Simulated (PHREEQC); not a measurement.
A solution holds 0.033 mol/kgw NH3, 0.00039 mol/kgw K2SiO3 and 0.0018 mol/kgw K2CO3, at 20 °C. Closed to the air; pH follows from the charge balance.

Computed with PHREEQC (ion-association model, wateq4f.dat).

Precipitation was switched off in this run.

Estimate the pH.

pH 11.20.

In which forms is C present?

CO3-2 89 %, HCO3- 11 % of the C.

Complexes and solids missing from the database can't appear.
